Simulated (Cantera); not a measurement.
Input: 1 mol SiC, 0.16 mol CO₂, 4.4 mol H₂, at 0.100 bar.

Cantera equilibrium calculation (NASA polynomials, part measured and part estimated; ideal gas, pure solids and liquids). Candidate condensed phases: C, C₆H₆, C₇H₈, C₈H₁₈, H₂O, Si, SiC, SiO₂; 123 gas species. Mutual solubility and eutectic melting of coexisting phases are not modelled. The tables hold silica as quartz up to 1696 K and as liquid above; real silica turns to tridymite and cristobalite and melts near 1996 K. Gases not in the tables: Si₂H₆ and higher silanes. Equilibrium is a limit: real reactors are often held back by kinetics, nucleation or transport.

Problem. What share of the Si ends up in condensed phases as a function of T (K), at 1248, 1398, 1548, 1698, 1848, 1998, 2148?

Solution. 
```json
[
 {"T (K)": "1248", "Si condensed (%)": "100.0", "as": "SiC(s) + SiO₂(β-quartz)"},
 {"T (K)": "1398", "Si condensed (%)": "100.0", "as": "SiC(s) + SiO₂(β-quartz)"},
 {"T (K)": "1548", "Si condensed (%)": "98.9", "as": "SiC(s) + SiO₂(β-quartz)"},
 {"T (K)": "1698", "Si condensed (%)": "92.0", "as": "SiC(s)"},
 {"T (K)": "1848", "Si condensed (%)": "92.0", "as": "SiC(s)"},
 {"T (K)": "1998", "Si condensed (%)": "91.9", "as": "SiC(s)"},
 {"T (K)": "2148", "Si condensed (%)": "91.6", "as": "SiC(s)"}
]
```
